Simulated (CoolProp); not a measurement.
Computed with CoolProp (reference Helmholtz-energy equation of state, Lemmon 2006). It is a short technical equation, of lower accuracy than the large ones.

Question: For isopentane, give the phase and the Z, conductivity (mW/(m K)), fugacity coefficient at 283.7 K and 4.61 bar; 283.7 K and 27.6 bar.

Answer: 
- 283.7 K and 4.61 bar: liquid; Z 0.0224, conductivity 106, fugacity coefficient 0.115
- 283.7 K and 27.6 bar: liquid; Z 0.133, conductivity 108, fugacity coefficient 0.0215

Thermal conductivity comes from a separate model (Vassiliou 2015).
